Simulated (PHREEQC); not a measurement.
Consider water at 81 °C with 0.093 mol/kgw HF and 0.057 mol/kgw KF. Closed to the air; pH follows from the charge balance.

All values are PHREEQC results (ion-association model, phreeqc.dat), not measurements.

| quantity | before | after |
|---|---|---|
| pH | 3.29 | 2.99 |
| HF2- (mol/kgw) | 0.0144 | 0.00784 |

Which change was made?
A) KF from 0.057 to 0.0285 mol/kgw
B) KF replaced by NH4BF4 at the same molality
C) diluted 100-fold with water
D) KF from 0.057 to 0.285 mol/kgw
E) HF replaced by NH4F at the same molality

A, KF from 0.057 to 0.0285 mol/kgw

No solid was allowed to form. Constants without temperature data keep their 25 °C values here.
